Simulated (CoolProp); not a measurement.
Properties of C2F6 (R116) along the isotherm 104.25 °C.

Computed with CoolProp (reference Helmholtz-energy equation of state, Lemmon 2006). It is a short technical equation, of lower accuracy than the large ones.

| p (MPa) | phase | cp (kJ/(kg K)) | Prandtl number |
|---|---|---|---|
| 0.508 | gas | 0.8944 | 0.758 |
| 1.02 | gas | 0.9071 | 0.777 |
| 1.52 | gas | 0.9212 | 0.799 |
| 2.03 | gas | 0.9375 | 0.825 |
| 2.54 | gas | 0.9558 | 0.854 |
| 3.05 | supercritical | 0.9764 | 0.886 |
| 3.56 | supercritical | 0.9992 | 0.923 |
| 4.06 | supercritical | 1.024 | 0.964 |
| 4.57 | supercritical | 1.051 | 1.01 |
| 5.08 | supercritical | 1.079 | 1.06 |
| 5.59 | supercritical | 1.109 | 1.12 |
| 6.1 | supercritical | 1.138 | 1.18 |
| 6.6 | supercritical | 1.166 | 1.24 |
| 7.11 | supercritical | 1.191 | 1.30 |
| 7.62 | supercritical | 1.213 | 1.37 |

Viscosity comes from a separate model (Huber 2003), an estimate that may be off by 10 % or more. Thermal conductivity comes from a separate model (Huber 2003), an estimate that may be off by 10 % or more.
